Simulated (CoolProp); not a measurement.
Vapour-liquid equilibrium of CF4 (R14) (1) + R13 (2) at 1.14 bar; x and y are mole fractions of (1).

Values from CoolProp's multi-fluid Helmholtz-energy mixture model, Platzer 1990 and Platzer 1990; pair parameters Bell 2016. This equation is an older, rougher fit; its heat capacities, sound speeds and derivatives of the liquid may be far off and weren't checked against measurements.

```json
[
 {"x": "0.05", "bubble temperature (K)": "183.5", "y at the bubble point": "0.458", "dew temperature at overall composition x (K)": "193.0", "liquid density (mol/L)": "14.92"},
 {"x": "0.2", "bubble temperature (K)": "166.8", "y at the bubble point": "0.841", "dew temperature at overall composition x (K)": "189.9", "liquid density (mol/L)": "15.76"},
 {"x": "0.35", "bubble temperature (K)": "159.4", "y at the bubble point": "0.923", "dew temperature at overall composition x (K)": "186.4", "liquid density (mol/L)": "16.30"},
 {"x": "0.5", "bubble temperature (K)": "155.1", "y at the bubble point": "0.955", "dew temperature at overall composition x (K)": "182.2", "liquid density (mol/L)": "16.75"},
 {"x": "0.65", "bubble temperature (K)": "152.1", "y at the bubble point": "0.974", "dew temperature at overall composition x (K)": "176.9", "liquid density (mol/L)": "17.16"},
 {"x": "0.8", "bubble temperature (K)": "149.7", "y at the bubble point": "0.986", "dew temperature at overall composition x (K)": "169.5", "liquid density (mol/L)": "17.57"},
 {"x": "0.95", "bubble temperature (K)": "147.5", "y at the bubble point": "0.997", "dew temperature at overall composition x (K)": "155.9", "liquid density (mol/L)": "17.97"}
]
```

No azeotrope shows between x = 0.05 and 0.95.

The pair parameters rest on a limited set of measurements; away from them the model extrapolates.
